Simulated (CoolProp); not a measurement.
A single-stage vapour-compression cycle with vinyl chloride: evaporating at 250.15 K (dew point), condensing at 270.15 K (bubble point), superheat 2 K, subcooling 2 K, compressor efficiency 0.85, no pressure losses. Each further row changes one setting.

Computed with CoolProp (reference Helmholtz-energy equation of state, Thol 2022).

```
case                              cooling COP  pressure ratio  discharge temperature (K)  refrigerating effect (kJ/kg)  volumetric capacity (kJ/m³)
--------------------------------  -----------  --------------  -------------------------  ----------------------------  ---------------------------
as stated                                10.0            2.26                      295.3                           337                          705
evaporating temperature 255.15 K         13.8            1.82                      288.9                           341                          872
condensing temperature 265.15 K          13.6            1.87                      285.1                           345                          721
subcooling 7 K                           10.2            2.26                      295.3                           345                          721
superheat 12 K                           9.86            2.26                      305.8                           346                          693
compressor efficiency 0.75               8.84            2.26                      300.4                           337                          705
```
